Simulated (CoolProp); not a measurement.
A single-stage vapour-compression cycle with propane: evaporating at 206.15 K (dew point), condensing at 275.15 K (bubble point), superheat 2 K, subcooling 0 K, compressor efficiency 0.9, no pressure losses. Each further row changes one setting.

Model: reference Helmholtz-energy equation of state, Lemmon 2009, in CoolProp.

| case | cooling COP | pressure ratio | discharge temperature (K) | refrigerating effect (kJ/kg) | volumetric capacity (kJ/m³) |
|---|---|---|---|---|---|
| as stated | 2.00 | 17.4 | 313.2 | 294 | 221 |
| evaporating temperature 211.15 K | 2.27 | 13.1 | 308.6 | 300 | 291 |
| condensing temperature 270.15 K | 2.23 | 14.9 | 307.1 | 306 | 230 |
| subcooling 5 K | 2.09 | 17.4 | 313.2 | 306 | 230 |
| superheat 12 K | 2.00 | 17.4 | 324.1 | 307 | 220 |
| compressor efficiency 0.8 | 1.78 | 17.4 | 323.1 | 294 | 221 |
